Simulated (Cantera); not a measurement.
Feed: 1 mol SiO2, 0.049 mol C, 0.052 mol H2, at 4.20 bar.

Method: chemical equilibrium by Gibbs-energy minimisation in Cantera with the NASA 1993 tables (ideal gas, pure condensed phases). Candidate condensed phases: C, C6H6, C7H8, C8H18, H2O, Si, SiC, SiO2; 123 gas species. Mutual solubility and eutectic melting of coexisting phases are not modelled. The tables hold silica as quartz up to 1696 K and as liquid above; real silica turns to tridymite and cristobalite and melts near 1996 K. Gases not in the tables: Si(OH)4, Si2H6 and higher silanes. The numbers say what is thermodynamically allowed, not how fast it happens.

Question: Which condensed phases are stable at each of these points (T (°C)): 1325, 1425, 1525, 1625, 1725, 1825, 1925, 2025, 2125, 2225, 2325, 2425, 2525?

Answer: 
| T (°C) | condensed phases | Si condensed (%) |
|---|---|---|
| 1325 | C(graphite) + SiC(s) + SiO2(β-quartz) | 100.0 |
| 1425 | C(graphite) + SiC(s) + SiO2(condensed) | 100.0 |
| 1525 | C(graphite) + SiC(s) + SiO2(condensed) | 100.0 |
| 1625 | SiC(s) + SiO2(condensed) | 99.9 |
| 1725 | SiC(s) + SiO2(l) | 99.7 |
| 1825 | SiC(s) + SiO2(l) | 98.9 |
| 1925 | SiO2(l) | 95.1 |
| 2025 | SiO2(l) | 95.1 |
| 2125 | SiO2(l) | 95.0 |
| 2225 | SiO2(l) | 95.0 |
| 2325 | SiO2(l) | 94.8 |
| 2425 | SiO2(l) | 94.4 |
| 2525 | SiO2(l) | 93.8 |

At 1325 °C the condensed part is C(graphite) + SiC(s) + SiO2(β-quartz). From 1425 °C to 1525 °C the condensed part is C(graphite) + SiC(s) + SiO2(condensed). At 1625 °C the condensed part is SiC(s) + SiO2(condensed). From 1725 °C to 1825 °C the condensed part is SiC(s) + SiO2(l). From 1925 °C to 2525 °C the condensed part is SiO2(l).
